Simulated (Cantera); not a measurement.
Feed: 1 mol AlN, 400 mol H2, equilibrated at 0.00280 bar.

These are equilibrium values from Cantera (NASA tables, ideal gas, pure condensed phases), not measurements of a reactor. Candidate condensed phases: Al, AlN; 13 gas species. Equilibrium is a limit: real reactors are often held back by kinetics, nucleation or transport.

x: gas mole fraction; n: condensed amount in mol.

```csv
T (°C),x H2,x H,x Al,x N2,x AlH,n AlN(s)
1125,1.000,8.94e-5,5.67e-6,3.11e-6,5.55e-7,0.998
1175,1.000,0.000174,2.02e-5,1.09e-5,1.59e-6,0.991
1225,1.000,0.000325,6.59e-5,3.50e-5,4.24e-6,0.972
1275,0.999,0.000582,0.000199,0.000105,1.06e-5,0.916
1325,0.998,0.00100,0.000559,0.000292,2.49e-5,0.766
1375,0.996,0.00168,0.00147,0.000764,5.55e-5,0.387
1425,0.994,0.00272,0.00241,0.00124,7.75e-5,0
1475,0.992,0.00430,0.00242,0.00124,6.71e-5,0
1525,0.990,?,0.00242,0.00124,?,0
1575,0.986,0.00995,0.00243,0.00124,5.12e-5,0
1625,0.982,0.0146,0.00243,0.00124,4.50e-5,0
1675,0.975,?,0.00242,0.00123,?,0
1725,0.967,0.0298,0.00242,0.00123,3.53e-5,0
```

**Question.** What belongs in the gaps?

**Answer.** 
- 1675, x H: 0.0211
- 1675, x AlH: 3.98e-5
- 1525, x H: 0.00662
- 1525, x AlH: 5.84e-5
